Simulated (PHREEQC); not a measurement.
A solution holds 0.0016 mol MgCl2, 0.12 mol Na2SO4 and 4.4e-06 mol H4SiO4 per kg of water, at 35 °C. Closed to the air; pH follows from the charge balance.

Equilibrium calculation in PHREEQC: ion-association model, wateq4f.dat.

This is a speciation only: nothing precipitates in the calculation.

### Question
Predict the pH, activity of water, ionic strength.

### Answer
pH 7.09; activity of water 0.994; ionic strength 0.309 mol/kgw.

### Question
In which forms is Na present?

### Answer
Na+ 89 %, NaSO4- 11 % of the Na.
